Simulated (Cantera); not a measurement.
An isothermal, constant-pressure homogeneous reactor starts with H₂ : O₂ = 0.32 : 1 (molar parts), equivalence ratio 0.16, at 1350 K and 0.00550 bar.

Computed with Cantera and the H2/O2 subset of GRI-Mech 3.0, which has no nitrogen chemistry. Radical loss at walls, strong at low pressure, is not modelled. The temperature is held fixed by assumption; the heat of reaction is taken as removed at once.

**Question.** Predict: x(H₂) at 2.00 s; x(O₂) at 2.00 s; x(OH) at 2.00 s; x(H) at 2.00 s; x(H₂O) at 2.00 s.

**Answer.** 
```json
{
  "x(H₂) at 2.00 s": "3.28e-5 (gas-phase equilibrium 8.98e-7)",
  "x(O₂) at 2.00 s": "0.724 (gas-phase equilibrium 0.724)",
  "x(OH) at 2.00 s": "0.000922 (gas-phase equilibrium 0.000153)",
  "x(H) at 2.00 s": "6.72e-6 (gas-phase equilibrium 3.07e-8)",
  "x(H₂O) at 2.00 s": "0.275 (gas-phase equilibrium 0.276)"
}
```
